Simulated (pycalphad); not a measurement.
Computed with pycalphad from the COST 507 light-alloy database (1999), at 1 atm. The data set is of 1999 and partly superseded. Phase fractions are per mole of atoms.

**Question.** Give the equilibrium state of Al-0.38Si-0.59Mn (at.%) at 570 K.

**Answer.** 
```
T = 570.00 K, P = 101325 Pa, N = 1 mol of atoms
G = -19242 J/mol, H = 6337 J/mol, S = 44.88 J/(mol K)  (SER reference)
chemical potentials (J/mol): Al -18615, Si -18587, Mn -124815
phase             fraction      x(Al)      x(Si)      x(Mn)
FCC_A1              0.9661     0.9998    0.00016   3.32e-06
ALMNSI_ALPHA        0.0339     0.7186     0.1075     0.1739
```

Database names, with the compositions (at.%) that they take in these runs: ALMNSI_ALPHA: Al 72 Mn 17 Si 10. FCC_A1 is fcc.
